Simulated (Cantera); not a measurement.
Ignition delay

Mixture: 15.1 % CO, 16.6 % H2, 13.2 % O2, 49.7 % N2, 5.29 % H2O, at 4.93 atm, adiabatic and at constant pressure. Ignition delay is the time to a rise of 400 K.

Computed with Cantera and GRI-Mech 3.0 (53 species, 325 reactions). The hydrogen kinetics of GRI-Mech 3.0 are dated; newer H2 mechanisms differ, most at raised pressure. Below about 950 K walls govern HO2 and H2O2 in real vessels.

```
T0 (K)  delay (ms)
------  ----------
875            186
925           44.2
975           11.6
1025          3.23
1075         0.896
1125         0.229
```

```json
{
  "apparent activation energy between 1025 and 1125 K": "250 kJ/mol"
}
```
